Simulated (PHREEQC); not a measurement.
Consider water at 20 °C with 1.1 mmol/kgw K2CO3, 0.015 mmol/kgw H4SiO4 and 0.017 mmol/kgw CO2. Closed to the air; pH follows from the charge balance.

Model: ion-association model, phreeqc.dat, run in PHREEQC.

```yaml
pH: 10.63
ionic_strength: 0.00296 mol/kgw
specific_conductance: 293 µS/cm
total_alkalinity: 2.20 meq/kg
```

```
species   molality  activity   log γ
--------  --------  --------  ------
K+         0.00220   0.00207  -0.026
CO3-2     0.000761  0.000604  -0.100
HCO3-     0.000356  0.000336  -0.025
OH-       0.000310  0.000292  -0.026
H3SiO4-    1.27e-5   1.20e-5  -0.026
H4SiO4     2.28e-6   2.28e-6   0.000
H2SiO4-2   3.12e-8   2.48e-8  -0.100
```

No solid was allowed to form.
